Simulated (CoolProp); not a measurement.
Values from CoolProp's reference Helmholtz-energy equation of state, Lemmon 2004. It is a short technical equation, of lower accuracy than the large ones.

### Question
Give the vapour pressure (MPa), liquid density (kg/m³), liquid cp (kJ/(kg K)), vapour viscosity (µPa s) of saturated n-dodecane at 469.9, 493.7, 553 K.

### Answer
```
T (K)  p (MPa)  liquid density (kg/m³)  liquid cp (kJ/(kg K))  vapour viscosity (µPa s)
-----  -------  ----------------------  ---------------------  ------------------------
469.9   0.0621                     612                   2.88                      7.11
493.7    0.112                     590                   2.98                      7.48
553      0.374                     528                   3.25                      8.43
```

Viscosity comes from a separate model (Huber 2004).
